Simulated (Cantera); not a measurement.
What does this Cantera script print?

```python
import numpy as np
import cantera as ct

gas = ct.Solution("gri30.yaml")
gas.TPX = 1575, 100000, {'CO': 1, 'H2': 0.045, 'CH4': 0.058, 'O2': 1.52, 'N2': 5.72}
reactor = ct.IdealGasConstPressureReactor(gas, energy="on", clone=False)
net = ct.ReactorNet([reactor])
net.rtol, net.atol = 1e-08, 1e-16
show = ['CO', 'H2', 'CH4', 'N2O', 'C2H2', 'CH2O', 'CO2']
times = np.geomspace(3e-06, 9, 10)

steps = ct.SolutionArray(gas, extra=["t"])
rows = []
print(f"{'t/s':>10s}{'T/K':>9s}{'P/Pa':>11s}" + "".join(f"{s:>11s}" for s in show))
for t in times:
    while net.time < t:
        t_next = net.step()
        steps.append(gas.state, t=t_next)
    rows.append([np.interp(t, steps.t, y) for y in (steps.T, steps.P, *steps(*show).X.T)])
    print(f"{t:10.3e}{rows[-1][0]:9.1f}{rows[-1][1]:11.4g}" + "".join(f"{x:11.3e}" for x in rows[-1][2:]))
rate = np.gradient(steps.T, steps.t)
print("integrator steps:", len(steps.t))
if steps.T.max() > steps.T[0] + 200:
    print(f"time of steepest temperature rise: {steps.t[rate.argmax()]:.4e} s")
gas.TPX = 1575, 100000, {'CO': 1, 'H2': 0.045, 'CH4': 0.058, 'O2': 1.52, 'N2': 5.72}
gas.equilibrate("HP")
print(f"equilibrium (HP): T = {gas.T:.1f} K  " + "  ".join(f"{s} {gas[s].X[0]:.3e}" for s in show))
```

It prints:

```
       t/s      T/K       P/Pa         CO         H2        CH4        N2O       C2H2       CH2O        CO2
 3.000e-06   1575.0      1e+05  1.199e-01  5.394e-03  6.952e-03  9.992e-13  2.523e-17  1.706e-09  3.521e-07
 1.573e-05   1575.0      1e+05  1.199e-01  5.390e-03  6.944e-03  2.576e-11  4.343e-14  2.875e-07  6.211e-06
 8.251e-05   1743.2      1e+05  9.305e-02  8.800e-04  4.699e-12  3.735e-07  1.315e-15  5.513e-11  3.371e-02
 4.327e-04   2250.3      1e+05  3.351e-02  8.532e-04  1.097e-19  6.037e-07  1.590e-22  6.137e-12  9.778e-02
 2.269e-03   2488.4      1e+05  1.468e-02  3.391e-04  5.309e-20  7.360e-07  1.116e-22  1.797e-12  1.190e-01
 1.190e-02   2492.5      1e+05  1.300e-02  3.023e-04  4.902e-20  7.556e-07  8.539e-23  1.571e-12  1.209e-01
 6.240e-02   2483.8      1e+05  1.260e-02  2.949e-04  4.575e-20  8.065e-07  7.324e-23  1.488e-12  1.213e-01
 3.273e-01   2483.7      1e+05  1.259e-02  2.948e-04  4.569e-20  8.077e-07  7.303e-23  1.487e-12  1.213e-01
 1.716e+00   2483.7      1e+05  1.259e-02  2.948e-04  4.569e-20  8.077e-07  7.303e-23  1.487e-12  1.213e-01
 9.000e+00   2483.7      1e+05  1.259e-02  2.948e-04  4.569e-20  8.077e-07  7.303e-23  1.487e-12  1.213e-01
integrator steps: 1543
time of steepest temperature rise: 5.7534e-05 s
equilibrium (HP): T = 2483.7 K  CO 1.259e-02  H2 2.948e-04  CH4 7.103e-20  N2O 8.077e-07  C2H2 8.430e-23  CH2O 1.487e-12  CO2 1.213e-01
```

Model: GRI-Mech 3.0 (53 species, 325 reactions), integrated in Cantera.
